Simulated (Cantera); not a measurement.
Feed: 1 mol c-C₄F₈, 1.9 mol HCl, equilibrated at 10.0 mbar.

Method: chemical equilibrium by Gibbs-energy minimisation in Cantera with the NASA 1993 tables (ideal gas, pure condensed phases). Candidate condensed phases: C, C₆H₆, C₇H₈, C₈H₁₈; 118 gas species. The feed counts by its element totals alone. Gases not in the tables: C₂F₆ and larger saturated fluorocarbons. Rates play no part.

Over these rows the condensed part is C(graphite). Partial pressures as log10 of bar:

| T (K) | 1000/T (1/K) | log p HCl | log p HF | log p Cl | log p CF₄ | log p CF₂ |
|---|---|---|---|---|---|---|
| 1573 | 0.6357 | -3.51 | -2.45 | -2.64 | -2.50 | -5.17 |
| 1773 | 0.5640 | -4.02 | -2.45 | -2.49 | -2.54 | -4.15 |
| 1973 | 0.5068 | -4.53 | -2.47 | -2.47 | -2.61 | -3.35 |
| 2173 | 0.4602 | -5.01 | -2.52 | -2.52 | -2.86 | -2.81 |
| 2373 | 0.4214 | -5.34 | -2.61 | -2.61 | -3.70 | -2.68 |
| 2573 | 0.3887 | ? | -2.67 | -2.67 | -5.08 | -2.91 |

Q: Fit log p(HCl) = a + b·(1000/T) to the five rows, give the apparent enthalpy, and predict the row at 2573 K.

A: Means: 1000/T = 0.5176, log p = -4.482. Sxy = 0.249595, Sxx = 0.0287664, so b = 8.68 and a = -4.482 − (8.68)×0.5176 = -8.97.
Apparent enthalpy: −19.145 × (8.68) = -166 kJ/mol. With the condensed phases at unit activity, 1/4 C(graphite) + HF(g) + Cl(g) = HCl(g) + 1/4 CF₄(g) links this pressure to the main gases: over the six rows their terms move log p by +0.40 in all, so the slope isn't that reaction's ΔH° alone. The five rows lie within 0.06 of the line.
Prediction at 2573 K: -8.97 + (8.68)×0.3887 = -5.60. The computed value is -5.40, 0.20 from the line.
